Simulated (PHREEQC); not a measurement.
Model water analysis in mg/L, 25 °C, pH 5.9, pe 12.7: Na 0.0101; K 8.63e-05; Ca 0.12; Mg 0.0131; Cl 0.0191; S(6) as SO4 0.196; Alkalinity as HCO3 0.178; Pb 0.000159; Zn 0.000927; Li 0.000571.

Valence states are taken as typed.

All values are PHREEQC results (ion-association model, wateq4f.dat), not measurements.

No solid was allowed to form.

Problem. What charge-balance error does the model give?

Solution. charge-balance error 0.5 %.

Problem. In which forms is C present?

Solution. CO2 74 %, HCO3- 26 % of the C.
